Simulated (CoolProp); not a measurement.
R236FA at several states: density (kg/m³) from the reference equation and from simpler models built on Tc = 398.1 K, pc = 3.191 MPa, ω = 0.377; each cubic takes its own stable root.

Values from CoolProp's reference Helmholtz-energy equation of state, Pan 2012.

```
T (K)  p (MPa)   phase  reference  van der Waals  Redlich-Kwong  Peng-Robinson
-----  -------  ------  ---------  -------------  -------------  -------------
354.6     3.63  liquid       1164          718.4          963.9           1153
259       0.23  liquid       1485          17.30           1274           1518
213.9   0.0245  liquid       1615          2.115           1393           1629
345        3.7  liquid       1207          743.6           1010           1209
```

At some of these states van der Waals gives the other phase, because its saturation line lies elsewhere.
